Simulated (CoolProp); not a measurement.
Ethylene along the isobar 0.672 MPa: fugacity coefficient from the reference equation and from simpler models built on Tc = 282.4 K, pc = 5.042 MPa, ω = 0.087; each cubic takes its own stable root.

Computed with CoolProp (reference Helmholtz-energy equation of state, Smukala 2000).

```json
[
 {"T (K)": "204.5", "phase": "liquid", "reference": "0.7361"},
 {"T (K)": "222", "phase": "gas", "reference": "0.9073"},
 {"T (K)": "239.6", "phase": "gas", "reference": "0.9265"},
 {"T (K)": "257.1", "phase": "gas", "reference": "0.9407"},
 {"T (K)": "274.6", "phase": "gas", "reference": "0.9514"},
 {"T (K)": "292.2", "phase": "gas", "reference": "0.9599"},
 {"T (K)": "309.7", "phase": "gas", "reference": "0.9665"},
 {"T (K)": "327.2", "phase": "gas", "reference": "0.9719"},
 {"T (K)": "344.8", "phase": "gas", "reference": "0.9763"},
 {"T (K)": "362.3", "phase": "gas", "reference": "0.9798"},
 {"T (K)": "379.9", "phase": "gas", "reference": "0.9828"},
 {"T (K)": "397.4", "phase": "gas", "reference": "0.9853"},
 {"T (K)": "414.9", "phase": "gas", "reference": "0.9875"},
 {"T (K)": "432.5", "phase": "gas", "reference": "0.9893"},
 {"T (K)": "450", "phase": "gas", "reference": "0.9908"}
]
```

Question: How far does each simpler model (Redlich-Kwong, Soave-Redlich-Kwong) lie from the reference over these 15 states: mean and median of the absolute difference, and the worst?

Answer: 
- Redlich-Kwong: mean 0.6 %, median 0.1 %, worst +7.0 % at 204.5 K and 0.672 MPa
- Soave-Redlich-Kwong: mean 0.1 %, median 0.1 %, worst +0.8 % at 204.5 K and 0.672 MPa
